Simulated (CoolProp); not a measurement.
Vapour-liquid equilibrium of carbon dioxide (1) + isopentane (2) at -25.35 °C; x and y are mole fractions of (1).

The numbers come from the multi-fluid Helmholtz-energy mixture model, Span 1996 and Lemmon 2006; pair parameters Kunz 2012 in CoolProp.

```
x     bubble pressure, mixture model (bar)  bubble pressure, Raoult's law (bar)  y, mixture model  y, Raoult's law
----  ------------------------------------  -----------------------------------  ----------------  ---------------
0.05                                     ?                               0.9280             0.932            0.897
0.15                                     ?                                2.582                 ?            0.967
0.25                                 6.506                                4.235             0.984            0.982
0.35                                 8.323                                5.889             0.988            0.989
0.45                                 9.691                                7.543                 ?            0.993
0.55                                     ?                                9.197                 ?            0.995
0.65                                 11.73                                10.85             0.993            0.997
0.75                                 12.76                                12.50             0.994            0.998
0.85                                     ?                                14.16                 ?            0.999
0.95                                 15.67                                15.81             0.998            1.000
```

**Question.** Complete the blanks.

**Answer.** 
- 0.05, bubble pressure, mixture model (bar): 1.498
- 0.15, bubble pressure, mixture model (bar): 4.191
- 0.15, y, mixture model: 0.976
- 0.45, y, mixture model: 0.990
- 0.55, bubble pressure, mixture model (bar): 10.76
- 0.55, y, mixture model: 0.991
- 0.85, bubble pressure, mixture model (bar): 14.04
- 0.85, y, mixture model: 0.996

The largest gap from Raoult's law is +62.3 % in bubble pressure, at x = 0.15. No azeotrope shows between x = 0.05 and 0.95.

Pair parameters are fitted to limited data, so mixtures are less certain than the pure fluids. The gap from Raoult's law changes sign with composition, which may be real or a fault of the pair parameters; it wasn't checked against measurements. With so large a gap from Raoult's law the liquid may split in two, which this calculation doesn't test in full.
